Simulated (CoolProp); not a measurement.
Values from CoolProp's reference Helmholtz-energy equation of state, Lemmon 2006. It is a short technical equation, of lower accuracy than the large ones.

Give the vapour pressure (kPa), liquid density (kg/m³), vapour density (kg/m³), enthalpy of vaporisation (kJ/kg) of saturated carbon monoxide at 100.2, 116.9 K.


```tsv
T (K)	p (kPa)	liquid density (kg/m³)	vapour density (kg/m³)	enthalpy of vaporisation (kJ/kg)
100.2	552	704	21.5	184
116.9	1590	600	64.7	140
```
